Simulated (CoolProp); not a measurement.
Values from CoolProp's reference Helmholtz-energy equation of state, Lemmon 2006. It is a short technical equation, of lower accuracy than the large ones.

**Question.** For CH3F (R41), give the phase and the cp (kJ/(kg K)) at 229.2 K and 0.33 bar.

**Answer.** 
- 229.2 K and 0.33 bar: gas; cp 1.04
